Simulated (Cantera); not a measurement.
A perfectly stirred reactor is fed with H2 : O2 : N2 : H2O = 1 : 0.758 : 2.85 : 0.26 (molar parts), equivalence ratio 0.66, at 500000 Pa; it is adiabatic with a 500 K inlet, and is followed from long to short residence time, starting on the burning branch (τ in s: 0.49, 0.22, 0.1, 0.046, 0.021, 0.0095, 0.0043, 0.0019, 0.00088, 0.0004, 0.00018, 8.2e-05, 3.7e-05).

Model: GRI-Mech 3.0 (53 species, 325 reactions), integrated in Cantera. The hydrogen kinetics of GRI-Mech 3.0 are dated; newer H2 mechanisms differ, most at raised pressure.

Q: What does this change do: pressure from 500000 Pa to 57000 Pa?

A: 
| quantity | before | after |
|---|---|---|
| blow-out, bracketed by the residence times tried | burning at 37.0 µs, the shortest tried | burning at 37.0 µs, the shortest tried |
| x(H2) at τ = 0.490 s | 0.000172 | 0.000576 |
| x(O2) at τ = 0.490 s | 0.0581 | 0.0582 |
| x(H2O) at τ = 0.490 s | 0.287 | 0.286 |
| x(NO) at τ = 0.490 s | 0.00107 | 0.000397 |
| x(N2O) at τ = 0.490 s | 4.31e-7 | 1.54e-7 |
| x(H2) at τ = 4.30 ms | 0.000564 | 0.00561 |
| x(O2) at τ = 4.30 ms | 0.0585 | 0.0584 |
| x(H2O) at τ = 4.30 ms | 0.286 | 0.275 |
| x(NO) at τ = 4.30 ms | 3.19e-5 | 2.91e-5 |
| x(N2O) at τ = 4.30 ms | 8.21e-7 | 1.76e-7 |

Q: What does this change do: O2 0.758 to 1 parts?

A: 
| quantity | before | after |
|---|---|---|
| blow-out, bracketed by the residence times tried | burning at 37.0 µs, the shortest tried | burning at 37.0 µs, the shortest tried |
| x(H2) at τ = 0.490 s | 0.000172 | 7.24e-5 |
| x(O2) at τ = 0.490 s | 0.0581 | 0.108 |
| x(H2O) at τ = 0.490 s | 0.287 | 0.272 |
| x(NO) at τ = 0.490 s | 0.00107 | 0.000518 |
| x(N2O) at τ = 0.490 s | 4.31e-7 | 4.65e-7 |
| x(H2) at τ = 4.30 ms | 0.000564 | 0.000317 |
| x(O2) at τ = 4.30 ms | 0.0585 | 0.108 |
| x(H2O) at τ = 4.30 ms | 0.286 | 0.272 |
| x(NO) at τ = 4.30 ms | 3.19e-5 | 1.60e-5 |
| x(N2O) at τ = 4.30 ms | 8.21e-7 | 1.00e-6 |

Q: What does this change do: inlet temperature 500 to 548 K?

A: 
| quantity | before | after |
|---|---|---|
| blow-out, bracketed by the residence times tried | burning at 37.0 µs, the shortest tried | burning at 37.0 µs, the shortest tried |
| x(H2) at τ = 0.490 s | 0.000172 | 0.000223 |
| x(O2) at τ = 0.490 s | 0.0581 | 0.0577 |
| x(H2O) at τ = 0.490 s | 0.287 | 0.287 |
| x(NO) at τ = 0.490 s | 0.00107 | 0.00166 |
| x(N2O) at τ = 0.490 s | 4.31e-7 | 4.69e-7 |
| x(H2) at τ = 4.30 ms | 0.000564 | 0.000597 |
| x(O2) at τ = 4.30 ms | 0.0585 | 0.0584 |
| x(H2O) at τ = 4.30 ms | 0.286 | 0.286 |
| x(NO) at τ = 4.30 ms | 3.19e-5 | 4.64e-5 |
| x(N2O) at τ = 4.30 ms | 8.21e-7 | 7.89e-7 |
